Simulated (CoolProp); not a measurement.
A Linde-Hampson liquefier for ethane: isothermal reversible compression at 320 K from 1 atm to 25 MPa, throttling to 1 atm, return gas leaving the recuperator 10 K below the feed. Each further row changes one setting.

Computed with CoolProp (reference Helmholtz-energy equation of state, Bücker 2006).

| case | liquid yield per pass | compression work (kJ/kg of gas) |
|---|---|---|
| as stated | 0.453 | 378 |
| high pressure 50 MPa | 0.436 | 436 |
| warm-end temperature 350 K | 0.374 | 443 |
| warm-end gap 15 K | 0.446 | 378 |
